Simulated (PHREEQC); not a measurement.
Model water analysis in mg/kgw, 5 °C, pH 3.58, pe 10.3:

```csv
constituent,mg/kgw
Na,354
K,193
Ca,482
Mg,176
Cl,825
S(6) as SO4,1770
Br,16.2
Al,0.346
```

Valence states are taken as typed.

Equilibrium calculation in PHREEQC: ion-association model, phreeqc.dat.

Question: The ionic strength comes out as 0.0769 mol/kgw. What activity coefficients do Mg+2, HSO4-, Br-, SO4-2, Al(SO4)2- get?

Answer: Mg+2 0.45, HSO4- 0.80, Br- 0.78, SO4-2 0.42, Al(SO4)2- 0.80.

This is a speciation only: nothing precipitates in the calculation. Away from 25 °C the constants follow the database's enthalpies or fits; those with neither stay at their 25 °C values.
